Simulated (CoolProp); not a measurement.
Vapour pressure (MPa) of the fluoroketone C6F12O (FK-5-1-12): the reference equation beside estimates from Tc = 168.7 °C, pc = 1.869 MPa, ω = 0.471.

Computed with CoolProp (reference Helmholtz-energy equation of state, McLinden 2015).

| T (°C) | reference | Soave-Redlich-Kwong | Peng-Robinson |
|---|---|---|---|
| -45.65 | 0.0005997 | 0.0006344 | 0.0007078 |
| -43.55 | 0.0007134 | 0.0007514 | 0.0008345 |
| -41.45 | 0.0008454 | 0.0008867 | 0.0009803 |
| -39.35 | 0.0009980 | 0.001043 | 0.001148 |
| -37.25 | 0.001174 | 0.001222 | 0.001339 |
| -35.15 | 0.001375 | 0.001427 | 0.001557 |
| -33.05 | (withheld) | 0.001660 | (withheld) |
| -30.95 | 0.001869 | 0.001926 | 0.002087 |
| -28.85 | 0.002168 | 0.002228 | (withheld) |
| -26.75 | 0.002506 | 0.002569 | 0.002763 |
| -24.65 | 0.002888 | 0.002954 | (withheld) |
| -22.55 | 0.003319 | 0.003386 | 0.003617 |
| -20.45 | (withheld) | 0.003872 | 0.004121 |
| -18.35 | 0.004344 | 0.004414 | (withheld) |
| -16.25 | (withheld) | 0.005020 | 0.005311 |

Q: Complete the blanks.

A: 
- -33.05, reference: 0.001606
- -33.05, Peng-Robinson: 0.001805
- -28.85, Peng-Robinson: 0.002404
- -24.65, Peng-Robinson: 0.003165
- -20.45, reference: 0.003803
- -18.35, Peng-Robinson: 0.004685
- -16.25, reference: 0.004949

Absolute difference from the reference over all 15 rows, mean and median: Soave-Redlich-Kwong 3.3 and 3.0 %, Peng-Robinson 12.0 and 11.7 %.
